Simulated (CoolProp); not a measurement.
Vapour-liquid equilibrium of cyclohexane (1) + toluene (2) at 324.5 K; x and y are mole fractions of (1).

Values from CoolProp's multi-fluid Helmholtz-energy mixture model, Zhou 2014 and Lemmon 2006; pair parameters Bell 2016.

| x | bubble pressure (kPa) | y at the bubble point | dew pressure at overall composition x (kPa) | liquid density (mol/L) |
|---|---|---|---|---|
| 0.05 | 14.92 | 0.170 | 13.52 | 9.076 |
| 0.15 | 18.42 | 0.393 | 14.67 | 9.052 |
| 0.25 | 21.53 | 0.535 | 16.02 | 9.028 |
| 0.35 | 24.31 | 0.636 | 17.63 | 9.005 |
| 0.45 | 26.81 | 0.712 | 19.56 | 8.984 |
| 0.55 | 29.11 | 0.775 | 21.90 | 8.964 |
| 0.65 | 31.25 | 0.829 | 24.74 | 8.945 |
| 0.75 | 33.28 | 0.879 | 28.16 | 8.928 |
| 0.85 | 35.24 | 0.927 | 32.08 | 8.913 |
| 0.95 | 37.17 | 0.975 | 36.17 | 8.901 |

No azeotrope shows between x = 0.05 and 0.95.

Pair parameters are fitted to limited data, so mixtures are less certain than the pure fluids.
